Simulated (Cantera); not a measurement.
Input: 1 mol CO, 3.7 mol CO₂, at 2400 Pa.

These are equilibrium values from Cantera (NASA tables, ideal gas, pure condensed phases), not measurements of a reactor. Candidate condensed phases: C; 23 gas species. Ions and electrons are included (thermal ionisation). Equilibrium is a limit: real reactors are often held back by kinetics, nucleation or transport.

x: gas mole fraction; nothing condenses.

```
T (K)   x CO     x CO₂     x O      x O₂       x C      x e-
-----  -----  --------  ------  --------  --------  --------
2500   0.393     0.491  0.0278    0.0885    <1e-12  1.84e-11
2750   0.527     0.240   0.103     0.130  8.85e-12  3.20e-10
3000   0.579    0.0862   0.233     0.102  2.34e-10   2.64e-9
3250   0.575    0.0253   0.352    0.0476   4.53e-9   1.21e-8
3500   0.566   0.00719   0.411    0.0166   6.97e-8   3.91e-8
3750   0.562   0.00224   0.430   0.00563   8.19e-7   1.17e-7
4000   0.560  0.000790   0.437   0.00207   7.32e-6   3.74e-7
4250   0.560       ___   0.439       ___       ___       ___
4500   0.559       ___   0.440       ___       ___       ___
4750   0.557   6.60e-5   0.441  0.000183   0.00136   1.17e-5
5000   0.551   3.39e-5   0.443   9.62e-5   0.00544   3.67e-5
```

### Question
What belongs in the gaps?

### Answer

- 4250, x CO₂: 0.000314
- 4250, x O₂: 0.000840
- 4250, x C: 5.11e-5
- 4250, x e-: 1.22e-6
- 4500, x CO₂: 0.000138
- 4500, x O₂: 0.000375
- 4500, x C: 0.000289
- 4500, x e-: 3.82e-6
